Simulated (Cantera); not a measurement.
Input (Python, Cantera) and output of one run.

```python
import numpy as np
import cantera as ct

gas_names = [...]  # 47 gases of nasa_gas.yaml made of Cl, H, N, O, Si
cond_names = """
    H2O(s) H2O(L) NH4CL(a) NH4CL(b) Si(cr) Si(L) SiO2(Lqz) SiO2(hqz) SiO2(L) Si2N2O(s) Si3N4(a)
""".split()


# ... load() reads the species with a 1 bar reference pressure and builds the phases ...
atoms = {
    'SiH2Cl2': {'Si': 1, 'H': 2, 'CL': 2},
    'O2': {'O': 2},
    'N2': {'N': 2},
    'H2O': {'H': 2, 'O': 1},
}
top_T = {'Si2N2O(s)': 2100, 'Si3N4(a)': 2400}  # K; cautious upper limits of use, not melting points


# ... equilibrate(T, P, feed) seeds the gas with the atoms and calls Mixture.equilibrate('TP', solver="vcs", rtol=1e-11, max_steps=5000) ...
results = []
feed = {'SiH2Cl2': 1, 'O2': 0.11, 'N2': 5.4, 'H2O': 27}  # mol
P = 1200  # Pa
for T in [673, 773, 873, 973, 1073, 1173, 1273, 1373, 1473, 1573, 1673, 1773]:
    mix = equilibrate(T, P, feed)
    results.append((T, P, feed, dict(zip(mix.species_names, mix.species_moles))))

top = {s: max(r[3][s] / sum(r[3][g] for g in gas_names) for r in results) for s in gas_names}
cols = sorted((s for s in top if top[s] > 1e-05), key=lambda s: -top[s])[:8]
seen = [c for c in cond_names if any(r[3].get(c, 0) > 1e-12 for r in results)]
print("log10 of partial pressures in bar; condensed amounts in mol")
print(f"{'T/K':>10s}" + "".join(f"{s[:9]:>10s}" for s in cols + seen))
for T, P, feed, n in results:
    ng = sum(n[g] for g in gas_names)
    print(f"{T:10.4g}" + "".join(f"{np.log10(max(n[s] / ng * P / 1e5, 1e-99)):10.3f}" for s in cols)
          + "".join(f"{n.get(c, 0):10.4g}" for c in seen))
```

Result:

```
log10 of partial pressures in bar; condensed amounts in mol
       T/K       H2O        N2       HCL        H2         H        OH        CL        O2 SiO2(Lqz) SiO2(hqz)   SiO2(L)
       673    -2.056    -2.725    -3.156    -3.207   -15.861   -18.996   -15.749   -30.328         1         0         0
       773    -2.056    -2.725    -3.156    -3.207   -13.646   -16.135   -13.571   -25.392         1         0         0
       873    -2.056    -2.725    -3.156    -3.207   -11.933   -13.926   -11.887   -21.574         0         1         0
       973    -2.056    -2.725    -3.156    -3.207   -10.570   -12.167   -10.545   -18.533         0         1         0
      1073    -2.056    -2.725    -3.156    -3.207    -9.457   -10.733    -9.450   -16.051         0         1         0
      1173    -2.056    -2.725    -3.156    -3.207    -8.532    -9.542    -8.540   -13.988         0         1         0
      1273    -2.056    -2.725    -3.156    -3.207    -7.750    -8.537    -7.771   -12.245         0         1         0
      1373    -2.056    -2.725    -3.156    -3.207    -7.081    -7.678    -7.112   -10.754         0         1         0
      1473    -2.056    -2.725    -3.157    -3.207    -6.501    -6.935    -6.542    -9.463         0         1         0
      1573    -2.056    -2.725    -3.157    -3.207    -5.994    -6.286    -6.044    -8.335         0         1         0
      1673    -2.056    -2.725    -3.158    -3.206    -5.547    -5.714    -5.606    -7.341         0         1         0
      1773    -2.056    -2.725    -3.161    -3.205    -5.148    -5.208    -5.218    -6.462         0         0    0.9997
```

Equilibrium computed with Cantera from the NASA thermochemical tables; the gas is ideal and each condensed phase is pure. The tables hold silica as quartz up to 1696 K and as liquid above; real silica turns to tridymite and cristobalite and melts near 1996 K.
